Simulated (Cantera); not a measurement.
Input (Python, Cantera) and output of one run.

```python
import numpy as np
import cantera as ct

gas_names = """
    CL CL2 H HCL H2 Si SiCL SiCL2 SiCL3 SiCL4 SiH SiHCL3 SiH2 SiH2CL2 SiH3 SiH3CL SiH4 Si2 Si3
""".split()
cond_names = """
    Si(cr) Si(L)
""".split()


# ... load() reads the species with a 1 bar reference pressure and builds the phases ...
atoms = {
    'SiCl4': {'Si': 1, 'CL': 4},
    'H2': {'H': 2},
}
top_T = {}  # K; cautious upper limits of use, not melting points


# ... equilibrate(T, P, feed) seeds the gas with the atoms and calls Mixture.equilibrate('TP', solver="vcs", rtol=1e-11, max_steps=5000) ...
results = []
feed = {'SiCl4': 1, 'H2': 4}  # mol
P = 1800000  # Pa
for T in [550, 600, 650, 700, 750, 800, 850, 900]:
    mix = equilibrate(T, P, feed)
    results.append((T, P, feed, dict(zip(mix.species_names, mix.species_moles))))

top = {s: max(r[3][s] / sum(r[3][g] for g in gas_names) for r in results) for s in gas_names}
cols = sorted((s for s in top if top[s] > 0.0001), key=lambda s: -top[s])[:5]
seen = [c for c in cond_names if any(r[3].get(c, 0) > 1e-12 for r in results)]
print("log10 of partial pressures in bar; condensed amounts in mol")
print(f"{'T/K':>10s}" + "".join(f"{s[:9]:>10s}" for s in cols + seen))
for T, P, feed, n in results:
    ng = sum(n[g] for g in gas_names)
    print(f"{T:10.4g}" + "".join(f"{np.log10(max(n[s] / ng * P / 1e5, 1e-99)):10.3f}" for s in cols)
          + "".join(f"{n.get(c, 0):10.4g}" for c in seen))
```

Output:

```
log10 of partial pressures in bar; condensed amounts in mol
       T/K        H2     SiCL4       HCL    SiHCL3   SiH2CL2
       550     1.158     0.554    -1.704    -1.705    -5.338
       600     1.157     0.552    -1.426    -1.426    -4.704
       650     1.156     0.548    -1.192    -1.193    -4.171
       700     1.155     0.544    -0.994    -0.996    -3.718
       750     1.154     0.538    -0.825    -0.828    -3.328
       800     1.152     0.530    -0.679    -0.683    -2.989
       850     1.150     0.521    -0.551    -0.558    -2.693
       900     1.147     0.511    -0.440    -0.449    -2.432
```

These are equilibrium values from Cantera (NASA tables, ideal gas, pure condensed phases), not measurements of a reactor. The tables' values for SiCl3 are old estimates; treat these amounts as uncertain.
